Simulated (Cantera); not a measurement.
A closed system holds: 1 mol C2H2, 1.4 mol H2O, 1 mol N2, 0.24 mol CO2, held at 1552 °C and 2.30 mbar.

Equilibrium computed with Cantera from the NASA thermochemical tables; the gas is ideal and each condensed phase is pure. Candidate condensed phases: C, C6H6, C7H8, C8H18, H2O; 136 gas species. Equilibrium is a limit: real reactors are often held back by kinetics, nucleation or transport.

Problem. What is the equilibrium state?

Solution. 
| Item | Result |
|---|---|
| x(H2) | 0.449 |
| x(CO) | 0.355 |
| x(N2) | 0.188 |
| x(H) | 0.00615 |
| x(HCN) | 0.00201 |
| x(C2H2 (acetylene)) | 9.64e-5 |
| x(HNC) | 8.06e-5 |
| n(C(graphite)) | 0.348 mol |
| gas amount | 5.296 mol |
